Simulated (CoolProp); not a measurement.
Vapour-liquid equilibrium of CH2F2 (R32) (1) + R1234yf (2) at 196.2 K; x and y are mole fractions of (1).

The numbers come from the multi-fluid Helmholtz-energy mixture model, Tillner-Roth 1997 and Lemmon 2022; pair parameters Bell 2023 in CoolProp.

```tsv
x	bubble pressure, mixture model (MPa)	bubble pressure, Raoult's law (MPa)	y, mixture model	y, Raoult's law
0.05	0.008607	0.007633	0.245	0.151
0.2	0.01332	0.01006	0.582	0.457
0.35	0.01678	0.01248	0.716	0.645
0.5	0.01910	0.01491	0.788	0.771
0.65	0.02067	0.01734	0.837	0.862
0.8	0.02186	0.01976	0.887	0.931
0.95	0.02281	0.02219	0.961	0.985
```

The largest gap from Raoult's law is +34.5 % in bubble pressure, at x = 0.35. No azeotrope shows between x = 0.05 and 0.95.

The pair parameters rest on a limited set of measurements; away from them the model extrapolates.
